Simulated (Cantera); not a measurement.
## Reactions in the system C-F-H

Cantera with NASA thermochemical tables; ideal gases at 1 bar, condensed phases pure. Values are per mole of reaction as written; species without (g) are pure solids or liquids, kept so even where they would boil at 1 bar.

6 CF₃(g) + 8 H₂(g) → 9 F₂(g) + 2 C₃H₈(g)

```
T (K)  ΔH° (kJ)  ΔS° (J/K)  ΔG° (kJ)  log10 K
-----  --------  ---------  --------  -------
698      2580.4     -341.5    2818.7  -210.94
748      2578.0     -344.8    2835.9  -198.03
798      2575.8     -347.6    2853.2  -186.76
848      2574.0     -349.8    2870.7  -176.82
898      2572.4     -351.7    2888.2  -168.00
948      2571.0     -353.2    2905.8  -160.11
998      2570.0     -354.2    2923.5  -153.01
1048     2569.3     -354.9    2941.2  -146.59
1098     2568.8     -355.3    2959.0  -140.76
1148     2568.5     -355.6    2976.8  -135.44
```

6 CH₃(g) + C₆H₆(g) + 12 F₂(g) → 12 CH₂F₂(g)

```
T (K)  ΔH° (kJ)  ΔS° (J/K)  ΔG° (kJ)  log10 K
-----  --------  ---------  --------  -------
698     -6442.4    -1010.2   -5737.2   429.33
748     -6444.9    -1013.8   -5686.6   397.10
798     -6446.9    -1016.4   -5635.9   368.90
848     -6448.4    -1018.2   -5585.0   344.01
898     -6449.4    -1019.3   -5534.0   321.90
948     -6450.1    -1020.0   -5483.1   302.11
998     -6450.5    -1020.5   -5432.0   284.30
1048    -6450.8    -1020.8   -5381.0   268.20
1098    -6450.9    -1020.9   -5330.0   253.56
1148    -6450.9    -1020.9   -5278.9   240.19
```

7 C₂H₄(g) + 8 HF(g) → 2 CF₄(g) + 12 CH₃(g)

```json
[
 {"T (K)": "698", "ΔH° (kJ)": "1722.4", "ΔS° (J/K)": "-44.6", "ΔG° (kJ)": "1753.5", "log10 K": "-131.22"},
 {"T (K)": "748", "ΔH° (kJ)": "1723.0", "ΔS° (J/K)": "-43.7", "ΔG° (kJ)": "1755.7", "log10 K": "-122.61"},
 {"T (K)": "798", "ΔH° (kJ)": "1723.6", "ΔS° (J/K)": "-43.0", "ΔG° (kJ)": "1757.9", "log10 K": "-115.06"},
 {"T (K)": "848", "ΔH° (kJ)": "1724.2", "ΔS° (J/K)": "-42.3", "ΔG° (kJ)": "1760.0", "log10 K": "-108.41"},
 {"T (K)": "898", "ΔH° (kJ)": "1724.7", "ΔS° (J/K)": "-41.7", "ΔG° (kJ)": "1762.1", "log10 K": "-102.50"},
 {"T (K)": "948", "ΔH° (kJ)": "1725.2", "ΔS° (J/K)": "-41.2", "ΔG° (kJ)": "1764.2", "log10 K": "-97.21"},
 {"T (K)": "998", "ΔH° (kJ)": "1725.5", "ΔS° (J/K)": "-40.8", "ΔG° (kJ)": "1766.3", "log10 K": "-92.44"},
 {"T (K)": "1048", "ΔH° (kJ)": "1725.7", "ΔS° (J/K)": "-40.6", "ΔG° (kJ)": "1768.3", "log10 K": "-88.13"},
 {"T (K)": "1098", "ΔH° (kJ)": "1725.9", "ΔS° (J/K)": "-40.4", "ΔG° (kJ)": "1770.3", "log10 K": "-84.22"},
 {"T (K)": "1148", "ΔH° (kJ)": "1726.1", "ΔS° (J/K)": "-40.3", "ΔG° (kJ)": "1772.3", "log10 K": "-80.64"}
]
```

C₆H₆(g) + 12 HF(g) + 6 CH₃(g) → 12 CH₃F(g)

```json
[
 {"T (K)": "698", "ΔH° (kJ)": "-603.2", "ΔS° (J/K)": "-975.0", "ΔG° (kJ)": "77.3", "log10 K": "-5.79"},
 {"T (K)": "748", "ΔH° (kJ)": "-606.5", "ΔS° (J/K)": "-979.5", "ΔG° (kJ)": "126.2", "log10 K": "-8.81"},
 {"T (K)": "798", "ΔH° (kJ)": "-608.9", "ΔS° (J/K)": "-982.6", "ΔG° (kJ)": "175.3", "log10 K": "-11.47"},
 {"T (K)": "848", "ΔH° (kJ)": "-610.6", "ΔS° (J/K)": "-984.7", "ΔG° (kJ)": "224.5", "log10 K": "-13.83"},
 {"T (K)": "898", "ΔH° (kJ)": "-611.7", "ΔS° (J/K)": "-986.0", "ΔG° (kJ)": "273.7", "log10 K": "-15.92"},
 {"T (K)": "948", "ΔH° (kJ)": "-612.2", "ΔS° (J/K)": "-986.6", "ΔG° (kJ)": "323.0", "log10 K": "-17.80"},
 {"T (K)": "998", "ΔH° (kJ)": "-612.4", "ΔS° (J/K)": "-986.7", "ΔG° (kJ)": "372.4", "log10 K": "-19.49"},
 {"T (K)": "1048", "ΔH° (kJ)": "-612.3", "ΔS° (J/K)": "-986.6", "ΔG° (kJ)": "421.7", "log10 K": "-21.02"},
 {"T (K)": "1098", "ΔH° (kJ)": "-611.9", "ΔS° (J/K)": "-986.3", "ΔG° (kJ)": "471.0", "log10 K": "-22.41"},
 {"T (K)": "1148", "ΔH° (kJ)": "-611.4", "ΔS° (J/K)": "-985.8", "ΔG° (kJ)": "520.3", "log10 K": "-23.68"}
]
```
